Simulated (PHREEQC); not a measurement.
A solution holds 0.035 mol/kgw Na2CO3, 0.000143 mol/kgw H3BO3 and 0.17 mol/kgw KBr, at 20 °C. Closed to the air; pH follows from the charge balance.

Model: ion-association model, phreeqc.dat, run in PHREEQC.

No solid was allowed to form.

**Question.** Predict the pH, ionic strength.

**Answer.** pH 11.18; ionic strength 0.260 mol/kgw.

**Question.** In which forms is Na present?

**Answer.** Na+ 90 %, NaCO3- 9.8 % of the Na.
